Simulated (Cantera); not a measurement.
Equilibrium for carbon deposition, reforming and gasification: C₂H₂ + H₂

A closed system holds: 1 mol C₂H₂, 0.55 mol H₂, held at 1.90 bar.

Method: chemical equilibrium by Gibbs-energy minimisation in Cantera with the NASA 1993 tables (ideal gas, pure condensed phases). Candidate condensed phases: C, C₆H₆, C₇H₈, C₈H₁₈; 76 gas species. Kinetics and transport are ignored.

```tsv
T (K)	log p H₂	log p H	log p C₂H₂ (acetylene)	log p CH₄	log p CH₃	n C(graphite)
1873	0.28	-3.05	-3.23	-2.66	-4.69	2.00
1923	0.28	-2.89	-3.07	-2.72	-4.59	2.00
1973	0.28	-2.73	-2.92	-2.79	-4.50	2.00
2023	0.28	-2.58	-2.77	-2.84	-4.41	2.00
2073	0.28	-2.44	-2.63	-2.90	-4.33	2.00
2123	0.28	-2.31	-2.50	-2.95	-4.25	1.99
2173	0.28	-2.18	-2.38	-3.00	-4.17	1.99
2223	0.28	-2.06	-2.26	-3.05	-4.10	1.99
2273	0.27	-1.94	-2.15	-3.10	-4.03	1.99
2323	0.27	-1.83	-2.04	-3.14	-3.97	1.98
2373	0.27	-1.72	-1.94	-3.19	-3.91	1.98
2423	0.27	-1.62	-1.84	-3.23	-3.85	1.98
2473	0.27	-1.52	-1.75	-3.27	-3.80	1.97
2523	0.26	-1.42	-1.66	-3.31	-3.75	1.96
```
log p: log10 of the partial pressure in bar; n: condensed amount in mol.

From 1873 K to 2523 K the condensed part is C(graphite). The main C-bearing gas is CH₄ at 1873 K and C₂H₂ (acetylene) at 2523 K.
